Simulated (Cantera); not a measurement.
# Gas activation for diamond growth

An isothermal, constant-pressure homogeneous reactor starts with 1.07 % CH4, 97.5 % H2, 1.46 % CO2, at 2400 K and 48.8 Torr.

Detailed kinetics in Cantera: GRI-Mech 3.0 (53 species, 325 reactions).

| t (s) | x CH4 | x H2 | x CO2 | x H2O | x O | x O2 | x HO2 |
|---|---|---|---|---|---|---|---|
| 6.00e-5 | 0.0103 | 0.973 | 0.0144 | 0.000174 | 2.31e-9 | 2.94e-12 | 1.49e-12 |
| 0.000160 | 0.00978 | 0.969 | 0.0134 | 0.00119 | 1.42e-8 | 2.50e-11 | 3.01e-12 |
| 0.000424 | 0.00829 | 0.957 | 0.00809 | 0.00638 | 1.45e-7 | 3.89e-10 | 5.08e-12 |
| 0.00113 | 0.00443 | 0.942 | 0.000498 | 0.0136 | 8.44e-7 | 4.82e-9 | 5.92e-12 |
| 0.00300 | 0.00109 | 0.937 | 3.61e-5 | 0.0131 | 1.51e-6 | 8.67e-9 | 7.54e-12 |
| 0.00799 | 0.000357 | 0.932 | 3.47e-5 | 0.0113 | 1.96e-6 | 9.81e-9 | 7.18e-12 |
| 0.0212 | 0.000175 | 0.927 | 2.90e-5 | 0.00788 | 2.05e-6 | 7.21e-9 | 4.45e-12 |
| 0.0565 | 4.69e-5 | 0.920 | 1.98e-5 | 0.00463 | 1.78e-6 | 3.70e-9 | 1.93e-12 |
| 0.150 | 9.46e-7 | 0.914 | 1.63e-5 | 0.00365 | 1.85e-6 | 3.07e-9 | 1.41e-12 |
| 0.400 | 1.06e-10 | 0.912 | 1.63e-5 | 0.00364 | 1.93e-6 | 3.20e-9 | 1.44e-12 |
| 1.06 | 1.05e-10 | 0.912 | 1.63e-5 | 0.00364 | 1.94e-6 | 3.20e-9 | 1.44e-12 |
| 2.83 | 1.05e-10 | 0.912 | 1.63e-5 | 0.00364 | 1.94e-6 | 3.20e-9 | 1.44e-12 |
| 7.52 | 1.05e-10 | 0.912 | 1.63e-5 | 0.00364 | 1.94e-6 | 3.20e-9 | 1.44e-12 |
| 20.0 | 1.05e-10 | 0.912 | 1.63e-5 | 0.00364 | 1.94e-6 | 3.20e-9 | 1.44e-12 |
x: mole fraction; the columns are a selection and need not sum to one.

Equilibrium at this temperature and pressure: CH4 1.17e-10, H2 0.912, CO2 1.63e-5, H2O 0.00364, O 1.94e-6, O2 3.20e-9, HO2 1.44e-12 (gas phase only).
